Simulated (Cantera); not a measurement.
**Si + Cl2 + H2 (chlorosilane synthesis and conversion)**

Input: 1 mol Si, 2.3 mol Cl2, 6.4 mol H2, at 427 °C and 2250 Torr.

Equilibrium computed with Cantera from the NASA thermochemical tables; the gas is ideal and each condensed phase is pure. Candidate condensed phases: Si; 19 gas species. The numbers say what is thermodynamically allowed, not how fast it happens.

- x(H2) = 0.792
- x(SiCl4) = 0.130
- x(HCl) = 0.0782
- x(SiHCl3) = 0.000268
- gas amount = 7.700 mol
- log10 activity of Si(s) (absent) = -10.18
